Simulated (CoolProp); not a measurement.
Vapour-liquid equilibrium of n-perfluorobutane (1) + R365MFC (2) at 0.0757 MPa; x and y are mole fractions of (1).

Model: multi-fluid Helmholtz-energy mixture model, Gao 2022 and Lemmon 2016; pair parameters Bell 2016, in CoolProp.

Give the bubble temperature and the first vapour's composition at x = 0.2, 0.425, 0.8. Is there an azeotrope?

x = 0.2: 271.7 K, y = 0.797; x = 0.425: 267.9 K, y = 0.844; x = 0.8: 265.5 K, y = 0.899. No azeotrope shows between x = 0.05 and 0.95.

Pair parameters are fitted to limited data, so mixtures are less certain than the pure fluids. With so large a gap from Raoult's law the liquid may split in two, which this calculation doesn't test in full.
